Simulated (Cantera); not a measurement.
**Equilibrium for iron carbonyl, mercury and lead vapours: HgO + O2 + N2 + H2**

Feed: 1 mol HgO, 0.02 mol O2, 14 mol N2, 4.6 mol H2, at 552 °C and 0.133 bar.

These are equilibrium values from Cantera (NASA tables, ideal gas, pure condensed phases), not measurements of a reactor. Candidate condensed phases: H2O, Hg, HgO; 25 gas species. Rates play no part.

```
Item                                 Result
--------------------------------  ---------
x(N2)                                 0.714
x(H2)                                 0.182
x(H2O)                               0.0531
x(Hg)                                0.0510
x(NH3)                              2.04e-5
gas amount                        19.60 mol
log10 activity of Hg(l) (absent)      -3.32
```
